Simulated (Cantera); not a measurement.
A closed system holds: 1 mol CuO, 2.1 mol C, 0.086 mol CO, equilibrated at 1925 °C and 100 Torr.

Method: chemical equilibrium by Gibbs-energy minimisation in Cantera with the NASA 1993 tables (ideal gas, pure condensed phases). Candidate condensed phases: C, Cu, CuO, Cu2O; 15 gas species. Rates play no part.

Base state: CO 0.827, Cu 0.172, Cu2 0.00130 (mole fractions); condensed: C(graphite) + Cu(l).

Problem. What changes in the equilibrium state with this change: temperature from 1925 °C to 1102 °C?

Solution. 
```json
[
 {"species": "CO", "before": "0.827", "after": "1.000"},
 {"species": "CO2", "before": "9.92e-7", "after": "0.000297"},
 {"species": "Cu", "before": "0.172", "after": "6.17e-6"},
 {"species": "Cu2", "before": "0.00130", "after": "<1e-9"},
 {"species": "C(graphite), mol", "before": "1.10", "after": "1.10"},
 {"species": "Cu(l), mol", "before": "0.771", "after": "1.000"}
]
```
